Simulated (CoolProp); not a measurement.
A closed Brayton cycle with carbon dioxide: compressor inlet 305.15 K and 7.7 MPa, high pressure 19.9 MPa, turbine inlet 690 K, compressor efficiency 0.8, turbine efficiency 0.93, recuperator effectiveness 0.95 (on enthalpy, no pinch check). Each further row changes one setting.

Computed with CoolProp (reference Helmholtz-energy equation of state, Span 1996).

| case | thermal efficiency (%) | net work (kJ/kg) | compressor to turbine work | compressor exit (K) | turbine exit (K) |
|---|---|---|---|---|---|
| as stated | ___ | 81.9 | 0.22 | 334.8 | 584.9 |
| turbine inlet 640 K | 29.7 | ___ | 0.24 | 334.8 | ___ |
| compressor inlet 315.15 K | 30.0 | ___ | 0.44 | 391.5 | 584.9 |
| high pressure 16.9 MPa | 30.0 | ___ | 0.20 | ___ | 602.6 |
| recuperator effectiveness 0.5 | 20.9 | 81.9 | 0.22 | 334.8 | 584.9 |

### Question
Fill in the missing entries.

### Answer

- as stated, thermal efficiency (%): 32.0
- turbine inlet 640 K, net work (kJ/kg): 72.5
- turbine inlet 640 K, turbine exit (K): 539.0
- compressor inlet 315.15 K, net work (kJ/kg): 58.4
- high pressure 16.9 MPa, net work (kJ/kg): 70.7
- high pressure 16.9 MPa, compressor exit (K): 329.1
